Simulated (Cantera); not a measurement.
Source: NASA polynomial tables (part measured, part estimated), evaluated in Cantera. Values are per mole of reaction as written; species without (g) are pure solids or liquids, kept so even where they would boil at 1 bar.

Problem. Between 300 and 1023 K, where is each reaction favourable under standard conditions?
- Nb + 2 H₂O(g) → 2 H₂(g) + NbO₂(g)

Solution. 
- Nb + 2 H₂O(g) → 2 H₂(g) + NbO₂(g): ΔG° is 248 kJ at 300 K and 155 kJ at 1023 K; it stays positive (K < 1). ΔH° is 291 kJ and ΔS° 133 J/K at 1023 K.
